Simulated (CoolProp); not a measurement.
A closed Brayton cycle with nitrogen: compressor inlet 318.15 K and 2.7 MPa, high pressure 6.57 MPa, turbine inlet 970 K, compressor efficiency 0.8, turbine efficiency 0.9, recuperator effectiveness 0 (on enthalpy, no pinch check). Each further row changes one setting.

Model: reference Helmholtz-energy equation of state, Span 2000, in CoolProp.

```json
[
 {"case": "as stated", "thermal efficiency (%)": "14.7", "net work (kJ/kg)": "88.2", "compressor to turbine work": "0.58", "compressor exit (K)": "433.7", "turbine exit (K)": "789.5"},
 {"case": "turbine inlet 920 K", "thermal efficiency (%)": "14.3", "net work (kJ/kg)": "[?]", "compressor to turbine work": "0.61", "compressor exit (K)": "433.7", "turbine exit (K)": "747.3"},
 {"case": "compressor inlet 328.15 K", "thermal efficiency (%)": "[?]", "net work (kJ/kg)": "84.2", "compressor to turbine work": "0.60", "compressor exit (K)": "[?]", "turbine exit (K)": "789.5"},
 {"case": "high pressure 5.58 MPa", "thermal efficiency (%)": "12.5", "net work (kJ/kg)": "[?]", "compressor to turbine work": "0.55", "compressor exit (K)": "[?]", "turbine exit (K)": "820.1"},
 {"case": "recuperator effectiveness 0.5", "thermal efficiency (%)": "[?]", "net work (kJ/kg)": "88.2", "compressor to turbine work": "0.58", "compressor exit (K)": "433.7", "turbine exit (K)": "789.5"}
]
```

Complete the blanks.


- turbine inlet 920 K, net work (kJ/kg): 77.3
- compressor inlet 328.15 K, thermal efficiency (%): 14.4
- compressor inlet 328.15 K, compressor exit (K): 447.2
- high pressure 5.58 MPa, net work (kJ/kg): 77.9
- high pressure 5.58 MPa, compressor exit (K): 410.2
- recuperator effectiveness 0.5, thermal efficiency (%): 21.8
